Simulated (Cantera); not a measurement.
Catalytic stagnation flow on Pt

A jet of 4.01 % CH4, 12.7 % O2, 83.3 % N2 at 300 K and 0.0490 bar hits a platinum plate 3.2 cm away at a mass flux of 0.049 kg/m²/s; the plate temperature is set and raised in steps from an oxygen-covered start.

Computed with Cantera and Deutschmann's 1995 Pt surface mechanism with GRI-Mech 3.0 gas chemistry. Catalytic surfaces can have several steady states; this one follows from the mechanism file's or the stated starting coverage.

```json
[
 {"plate T (K)": "950", "wall x CH4": "0.0244", "wall x O2": "0.0930", "wall x H2O": "0.0294", "wall x OH": "1.13e-7", "wall x CO": "1.43e-5", "wall x CO2": "0.0193", "θ free Pt": "0.313", "θ O*": "0.686"},
 {"plate T (K)": "1000", "wall x CH4": "0.0196", "wall x O2": "0.0829", "wall x H2O": "0.0381", "wall x OH": "3.18e-7", "wall x CO": "1.58e-5", "wall x CO2": "0.0251", "θ free Pt": "0.392", "θ O*": "0.607"},
 {"plate T (K)": "1050", "wall x CH4": "0.0159", "wall x O2": "0.0750", "wall x H2O": "0.0450", "wall x OH": "7.82e-7", "wall x CO": "1.74e-5", "wall x CO2": "0.0297", "θ free Pt": "0.468", "θ O*": "0.531"},
 {"plate T (K)": "1100", "wall x CH4": "0.0131", "wall x O2": "0.0691", "wall x H2O": "0.0501", "wall x OH": "1.72e-6", "wall x CO": "1.93e-5", "wall x CO2": "0.0330", "θ free Pt": "0.541", "θ O*": "0.458"},
 {"plate T (K)": "1150", "wall x CH4": "0.0110", "wall x O2": "0.0648", "wall x H2O": "0.0537", "wall x OH": "3.47e-6", "wall x CO": "2.18e-5", "wall x CO2": "0.0355", "θ free Pt": "0.609", "θ O*": "0.390"},
 {"plate T (K)": "1200", "wall x CH4": "0.00949", "wall x O2": "0.0618", "wall x H2O": "0.0563", "wall x OH": "6.50e-6", "wall x CO": "2.52e-5", "wall x CO2": "0.0372", "θ free Pt": "0.671", "θ O*": "0.328"},
 {"plate T (K)": "1250", "wall x CH4": "0.00839", "wall x O2": "0.0596", "wall x H2O": "0.0582", "wall x OH": "1.14e-5", "wall x CO": "2.98e-5", "wall x CO2": "0.0385", "θ free Pt": "0.726", "θ O*": "0.273"}
]
```
x: mole fraction at the wall; θ: surface coverage.
